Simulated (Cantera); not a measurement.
## Adiabatic ignition

An adiabatic, constant-volume homogeneous reactor starts with 5.17 % CH4, 13.2 % O2, 67.7 % N2, 13.9 % H2O, equivalence ratio 0.78, at 1425 K and 5.00 bar.

Detailed kinetics in Cantera: GRI-Mech 3.0 (53 species, 325 reactions).

```
t (s)     T (K)  P (bar)   x CH4    x O2  x H2O   x CH2CO    x NO2
--------  -----  -------  ------  ------  -----  --------  -------
5.00e-6    1425     5.00  0.0517   0.132  0.139    <1e-12   <1e-12
2.10e-5    1425     5.00  0.0516   0.132  0.139    <1e-12   <1e-12
8.79e-5    1425     5.00  0.0516   0.132  0.139  5.28e-11   <1e-12
0.000368   1428     5.01  0.0511   0.132  0.140   7.46e-8   <1e-12
0.00154    2567     9.08  <1e-12  0.0294  0.232    <1e-12  1.40e-6
0.00647    2554     9.03  <1e-12  0.0265  0.232    <1e-12  6.81e-6
0.0271     2553     9.03  <1e-12  0.0262  0.233    <1e-12  7.33e-6
0.114      2553     9.03  <1e-12  0.0262  0.233    <1e-12  7.33e-6
0.477      2553     9.03  <1e-12  0.0262  0.233    <1e-12  7.33e-6
2.00       2553     9.03  <1e-12  0.0262  0.233    <1e-12  7.33e-6
```
x: mole fraction; the columns are a selection and need not sum to one.

| Quantity | Value |
|---|---|
| time of steepest temperature rise | 1.07 ms |
| temperature at 2.00 s | 2553 K |
| equilibrium temperature | 2553 K |
| x(CH4) at 2.00 s | <1e-12 (gas-phase equilibrium <1e-12) |
| x(O2) at 2.00 s | 0.0262 (gas-phase equilibrium 0.0262) |
| x(H2O) at 2.00 s | 0.233 (gas-phase equilibrium 0.233) |
